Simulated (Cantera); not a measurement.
What does this Cantera script print?

```python
import numpy as np
import cantera as ct

gas_names = """
    SO2 O2 S2 O
""".split()
cond_names = """
    S(cr1) S(cr2) S(L)
""".split()


def load(file, names, dense=False):
    # The tables refer to 1 bar. Condensed volumes are neglected.
    table = {s.name: s for s in ct.Species.list_from_file(file)}
    out = []
    for n in names:
        d = dict(table[n].input_data)
        d["thermo"] = dict(d["thermo"], **{"reference-pressure": 1e5})
        if dense:
            d["equation-of-state"] = {"model": "constant-volume", "density": "1e6 g/cm^3"}
        out.append(ct.Species.from_dict(d))
    return out


species = {s.name: s for s in load("nasa_gas.yaml", gas_names) + load("nasa_condensed.yaml", cond_names)}
# Each term lists the table entries of one substance; the one whose range holds T is used.
reactions = {
    '2 SO2(g) = 2 O2(g) + S2(g)':
        [(-2, ['SO2']), (2, ['O2']), (1, ['S2'])],
    'S + 2 O(g) = SO2(g)':
        [(-1, ['S(cr1)', 'S(cr2)', 'S(L)']), (-2, ['O']), (1, ['SO2'])],
}


def pick(names, T):
    return next(species[n] for n in names if species[n].thermo.min_temp <= T <= species[n].thermo.max_temp)


results = []
for label, terms in reactions.items():
    print(label)
    print("     T/K   dH/kJ  dS/(J/K)   dG/kJ   log10 K")
    for T in [300, 725, 775, 825, 875, 925, 975, 1025]:
        used = [(nu, pick(names, T)) for nu, names in terms]
        dH = sum(nu * s.thermo.h(T) for nu, s in used) / 1e6
        dS = sum(nu * s.thermo.s(T) for nu, s in used) / 1e3
        dG = dH - T * dS / 1e3
        logK = -dG * 1e6 / (ct.gas_constant * T * np.log(10))
        results.append((label, T, dH, dS, dG, logK, [s.name for _, s in used]))
        print(f"{T:8g} {dH:8.1f} {dS:8.1f} {dG:8.1f} {logK:8.2f}")
```

It prints:

```
2 SO2(g) = 2 O2(g) + S2(g)
     T/K   dH/kJ  dS/(J/K)   dG/kJ   log10 K
     300    722.1    142.3    679.4  -118.29
     725    723.9    146.9    617.5   -44.49
     775    723.9    146.8    610.1   -41.12
     825    723.9    146.8    602.8   -38.16
     875    723.8    146.7    595.4   -35.55
     925    723.7    146.6    588.1   -33.21
     975    723.6    146.5    580.8   -31.11
    1025    723.5    146.4    573.5   -29.22
S + 2 O(g) = SO2(g)
     T/K   dH/kJ  dS/(J/K)   dG/kJ   log10 K
     300   -795.2   -106.1   -763.4   132.91
     725   -810.0   -138.1   -709.9    51.14
     775   -811.0   -139.5   -702.9    47.38
     825   -812.1   -140.8   -695.9    44.06
     875   -813.1   -142.0   -688.9    41.12
     925   -814.3   -143.3   -681.7    38.50
     975   -815.4   -144.5   -674.5    36.14
    1025   -816.3   -145.4   -667.3    34.00
```

Standard-state values (1 bar) from the NASA 1993 polynomials, evaluated with Cantera. Condensed species are held in their standard states even where they would react or evaporate.
